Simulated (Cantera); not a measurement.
Cantera with NASA thermochemical tables; ideal gases at 1 bar, condensed phases pure. Values are per mole of reaction as written; species without (g) are pure solids or liquids, kept so even where they would boil at 1 bar.

**Question.** Between 300 and 2698 K, where is each reaction favourable under standard conditions?
- Zr + O2(g) = ZrO2(g)
- 4 Al + O2(g) = 2 Al2O(g)
- 2 C + O2(g) = 2 CO(g)

**Answer.** 
- Zr + O2(g) = ZrO2(g): ΔG° is -295 kJ at 300 K and -327 kJ at 2698 K; it stays negative (K > 1). ΔH° is -341 kJ and ΔS° -5 J/K at 2698 K.
- 4 Al + O2(g) = 2 Al2O(g): ΔG° is -346 kJ at 300 K and -599 kJ at 2698 K; it stays negative (K > 1). ΔH° is -425 kJ and ΔS° 65 J/K at 2698 K.
- 2 C + O2(g) = 2 CO(g): ΔG° is -275 kJ at 300 K and -687 kJ at 2698 K; it stays negative (K > 1). ΔH° is -249 kJ and ΔS° 162 J/K at 2698 K.
